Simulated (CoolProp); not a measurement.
Vapour-liquid equilibrium of ethylene (1) + isobutane (2) at -45.05 °C; x and y are mole fractions of (1).

Model: multi-fluid Helmholtz-energy mixture model, Smukala 2000 and Bücker 2006; pair parameters Bell 2016, in CoolProp.

Q: Give the bubble pressure and the first vapour's composition at x = 0.05, 0.275, 0.875. Is there an azeotrope?

A: x = 0.05: 0.06851 MPa, y = 0.687; x = 0.275: 0.2996 MPa, y = 0.940; x = 0.875: 1.061 MPa, y = 0.996. No azeotrope shows between x = 0.05 and 0.95.

Pair parameters are fitted to limited data, so mixtures are less certain than the pure fluids.
